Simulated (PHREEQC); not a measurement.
Consider water at 52 °C with 0.031 mol/kgw CdCl2 and 0.0015 mol/kgw KCl. It is in equilibrium with CO2 at log p = -1 (atm). Otherwise closed; pH follows from the charge balance.

Equilibrium calculation in PHREEQC: ion-association model, phreeqc.dat.

```csv
quantity,before,after
pH,4.47,4.47
ionic strength (mol/kgw),0.0507,0.0607
Cl- (mol/kgw),0.0404,0.0517
HCO3- (mol/kgw),3.48e-5,3.56e-5
CO3-2 (mol/kgw),1.26e-10,1.35e-10
```

Question: Name the change that produced these shifts.
A) KCl from 0.0015 to 0.015 mol/kgw
B) CdCl2 from 0.031 to 0.062 mol/kgw
C) KCl left out
D) CdCl2 from 0.031 to 0.0062 mol/kgw
E) CdCl2 replaced by CuCl2 at the same molality

Answer: A, KCl from 0.0015 to 0.015 mol/kgw

This is a speciation only: nothing precipitates in the calculation. At this temperature some constants are extrapolated from 25 °C, and those without enthalpy data are left unchanged.
